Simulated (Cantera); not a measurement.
**Iron carbonyl, mercury and lead vapours: Pb + H2**

Input: 1 mol Pb, 0.35 mol H2, held at 4.90 mbar.

These are equilibrium values from Cantera (NASA tables, ideal gas, pure condensed phases), not measurements of a reactor. Candidate condensed phases: Pb; 4 gas species. Kinetics and transport are ignored.

From 852 °C to 1052 °C the condensed part is Pb(l). From 1102 °C to 1252 °C nothing is condensed. The main Pb-bearing gas is Pb throughout.

```json
[
 {"T (°C)": "852", "x H2": "0.961", "x Pb": "0.0386", "x H": "6.22e-7", "x Pb2": "6.35e-7", "n Pb(l)": "0.986"},
 {"T (°C)": "902", "x H2": "0.911", "x Pb": "0.0889", "x H": "1.67e-6", "x Pb2": "2.55e-6", "n Pb(l)": "0.966"},
 {"T (°C)": "952", "x H2": "0.809", "x Pb": "0.191", "x H": "4.01e-6", "x Pb2": "9.12e-6", "n Pb(l)": "0.918"},
 {"T (°C)": "1002", "x H2": "0.615", "x Pb": "0.385", "x H": "8.26e-6", "x Pb2": "2.94e-5", "n Pb(l)": "0.781"},
 {"T (°C)": "1052", "x H2": "0.264", "x Pb": "0.736", "x H": "1.20e-5", "x Pb2": "8.65e-5", "n Pb(l)": "0.0251"},
 {"T (°C)": "1102", "x H2": "0.259", "x Pb": "0.741", "x H": "2.49e-5", "x Pb2": "7.17e-5", "n Pb(l)": "0"},
 {"T (°C)": "1152", "x H2": "0.259", "x Pb": "0.741", "x H": "4.96e-5", "x Pb2": "5.94e-5", "n Pb(l)": "0"},
 {"T (°C)": "1202", "x H2": "0.259", "x Pb": "0.741", "x H": "9.43e-5", "x Pb2": "4.99e-5", "n Pb(l)": "0"},
 {"T (°C)": "1252", "x H2": "0.259", "x Pb": "0.741", "x H": "0.000172", "x Pb2": "4.23e-5", "n Pb(l)": "0"}
]
```
x: gas mole fraction; n: condensed amount in mol.
